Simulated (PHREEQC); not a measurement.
Solution (20 °C): 0.0036 mol/kgw NaH2PO4 and 0.0023 mol/kgw H2SO4. Closed to the air; pH follows from the charge balance.

Equilibrium calculation in PHREEQC: ion-association model, wateq4f.dat.

Each row changes one thing in this solution. Precipitation was switched off in this run.

```json
[
 {"case": "as made", "pH": "2.53", "ionic strength (mol/kgw)": "0.00873"},
 {"case": "NaH2PO4 replaced by Na2B4O7 at the same molality", "pH": "8.58", "ionic strength (mol/kgw)": "0.00940"},
 {"case": "H2SO4 left out", "pH": "…", "ionic strength (mol/kgw)": "0.00363"},
 {"case": "NaH2PO4 replaced by NaCl at the same molality", "pH": "2.42", "ionic strength (mol/kgw)": "0.00955"},
 {"case": "temperature from 20 to 90 °C", "pH": "…", "ionic strength (mol/kgw)": "…"},
 {"case": "0.0004 mol/kgw CsOH added", "pH": "2.57", "ionic strength (mol/kgw)": "0.00885"},
 {"case": "diluted 10-fold with water", "pH": "3.38", "ionic strength (mol/kgw)": "0.00102"},
 {"case": "H2SO4 from 0.0023 to 0.0046 mol/kgw", "pH": "…", "ionic strength (mol/kgw)": "…"},
 {"case": "NaH2PO4 from 0.0036 to 0.018 mol/kgw", "pH": "2.83", "ionic strength (mol/kgw)": "0.0216"}
]
```

Q: Fill in the missing entries.

A: 
- H2SO4 left out, pH: 4.88
- temperature from 20 to 90 °C, pH: 2.67
- temperature from 20 to 90 °C, ionic strength (mol/kgw): 0.00713
- H2SO4 from 0.0023 to 0.0046 mol/kgw, pH: 2.23
- H2SO4 from 0.0023 to 0.0046 mol/kgw, ionic strength (mol/kgw): 0.0134

H3PO4, which wateq4f.dat lacks, is added to it with the constant of phreeqc.dat. Constants without temperature data keep their 25 °C values here.
